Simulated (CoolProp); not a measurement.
Vapour-liquid equilibrium of ethylene (1) + n-butane (2) at 3.22 bar; x and y are mole fractions of (1).

Values from CoolProp's multi-fluid Helmholtz-energy mixture model, Smukala 2000 and Bücker 2006; pair parameters Bell 2016.

Task: Give the bubble temperature and the first vapour's composition at x = 0.35, 0.65, 0.75. Is there an azeotrope?

Result: x = 0.35: -51.7 °C, y = 0.978; x = 0.65: -69.0 °C, y = 0.996; x = 0.75: -73.3 °C, y = 0.998. No azeotrope shows between x = 0.05 and 0.95.

The pair parameters rest on a limited set of measurements; away from them the model extrapolates.
